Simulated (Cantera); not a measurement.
# Ignition delay

Mixture: 8.33 % CH₄, 1.08 % CO, 22.7 % O₂, 67.9 % N₂, equivalence ratio 0.76, at 500000 Pa, adiabatic and at constant pressure. Ignition delay is the time to a rise of 400 K.

Detailed kinetics in Cantera: GRI-Mech 3.0 (53 species, 325 reactions).

| T0 (K) | delay (ms) |
|---|---|
| 1273 | 3.11 |
| 1323 | 1.70 |
| 1373 | 0.955 |
| 1423 | 0.555 |
| 1473 | 0.332 |
| 1523 | 0.204 |
| 1573 | 0.130 |
| 1623 | 0.0847 |
| 1673 | 0.0570 |
| 1723 | 0.0394 |

The apparent activation energy between 1623 and 1723 K comes out as 180 kJ/mol.
